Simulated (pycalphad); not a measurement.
**Effect of Si content in Al-Mg-Si**

CALPHAD calculation (pycalphad, COST 507 light-alloy database (1999)), 1 atm. These are 1990s assessments: newer ones move some temperatures and phases. Amounts are mole fractions of atoms.

**Question.** One of these alloys has its liquidus at 600 °C, its solidus at 557 °C, and holds fcc 0.90, diamond (Si) 0.07, MG2SI 0.04 at 337 °C. Which?
A. Al-2.304Mg-8.331Si (wt.%)
B. Al-2.309Mg-2.783Si (wt.%)
C. Al-2.311Mg-1.398Si (wt.%)
D. Al-2.302Mg-11.1Si (wt.%)
E. Al-2.31Mg-2.085Si (wt.%)

**Answer.** A, Al-2.304Mg-8.331Si (wt.%). The others: Al-2.311Mg-1.398Si (wt.%), liquidus 641, solidus 582; Al-2.31Mg-2.085Si (wt.%), liquidus 637, solidus 564; Al-2.309Mg-2.783Si (wt.%), liquidus 633, solidus 557; Al-2.302Mg-11.1Si (wt.%), liquidus 581, solidus 557

Database names, with the compositions (at.%) that they take in these runs: MG2SI: Mg 67 Si 33.
